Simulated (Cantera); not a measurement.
A Cantera script and what it prints.

```python
import numpy as np
import cantera as ct

gas_names = """
    O H2 H2O2
""".split()
cond_names = """
    Fe2O3(s) Fe(OH)3(s) Fe(a) Fe(c) Fe(d) Fe(L)
""".split()


# ... load() reads the species with a 1 bar reference pressure and builds the phases ...
species = {s.name: s for s in load("nasa_gas.yaml", gas_names) + load("nasa_condensed.yaml", cond_names)}
# Each term lists the table entries of one substance; the one whose range holds T is used.
reactions = {
    '3 O(g) + Fe2O3 + 3 H2(g) = 2 Fe(OH)3':
        [(-3, ['O']), (-1, ['Fe2O3(s)']), (-3, ['H2']), (2, ['Fe(OH)3(s)'])],
    '2 Fe(OH)3 = 2 Fe + 3 H2O2(g)':
        [(-2, ['Fe(OH)3(s)']), (2, ['Fe(a)', 'Fe(c)', 'Fe(d)', 'Fe(L)']), (3, ['H2O2'])],
}


def pick(names, T):
    return next(species[n] for n in names if species[n].thermo.min_temp <= T <= species[n].thermo.max_temp)


results = []
for label, terms in reactions.items():
    print(label)
    print("     T/K   dH/kJ  dS/(J/K)   dG/kJ   log10 K")
    for T in [300, 573, 773, 973, 1173, 1373]:
        used = [(nu, pick(names, T)) for nu, names in terms]
        dH = sum(nu * s.thermo.h(T) for nu, s in used) / 1e6
        dS = sum(nu * s.thermo.s(T) for nu, s in used) / 1e3
        dG = dH - T * dS / 1e3
        logK = -dG * 1e6 / (ct.gas_constant * T * np.log(10))
        results.append((label, T, dH, dS, dG, logK, [s.name for _, s in used]))
        print(f"{T:8g} {dH:8.1f} {dS:8.1f} {dG:8.1f} {logK:8.2f}")
```

Output:

```
3 O(g) + Fe2O3 + 3 H2(g) = 2 Fe(OH)3
     T/K   dH/kJ  dS/(J/K)   dG/kJ   log10 K
     300  -1587.6   -753.7  -1361.4   237.04
     573  -1596.4   -776.0  -1151.7   104.99
     773  -1598.0   -778.5   -996.2    67.32
     973  -1597.4   -777.9   -840.5    45.12
    1173  -1590.9   -771.9   -685.5    30.52
    1373  -1581.8   -764.8   -531.8    20.23
2 Fe(OH)3 = 2 Fe + 3 H2O2(g)
     T/K   dH/kJ  dS/(J/K)   dG/kJ   log10 K
     300   1256.3    548.8   1091.6  -190.07
     573   1244.5    521.9    945.5   -86.19
     773   1232.7    504.3    842.9   -56.96
     973   1221.8    491.7    743.4   -39.91
    1173   1214.3    484.8    645.6   -28.75
    1373   1200.9    474.4    549.6   -20.91
```

Standard-state values (1 bar) from the NASA 1993 polynomials, evaluated with Cantera. Condensed species are held in their standard states even where they would react or evaporate.
